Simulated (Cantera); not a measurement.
A closed system holds: 1 mol C3H8, a varied amount of H2O, 1 mol H2, 0.027 mol O2, equilibrated at 46.0 Pa.

Equilibrium computed with Cantera from the NASA thermochemical tables; the gas is ideal and each condensed phase is pure. Candidate condensed phases: C, C6H6, C7H8, C8H18, H2O; 110 gas species. Kinetics and transport are ignored.

Problem. What condenses at these points (T in K, n(H2O) in mol): (2775, 1.3); (2775, 0.2); (2775, 0.39); (2575, 0.76); (2775, 0.32)?

Solution. 
```
T (K)  n(H2O) in mol  condensed phases  C condensed (%)
-----  -------------  ----------------  ---------------
2775             1.3          gas only              0.0
2775             0.2                 C             25.7
2775            0.39                 C             15.8
2575            0.76                 C             66.2
2775            0.32                 C             19.5
```
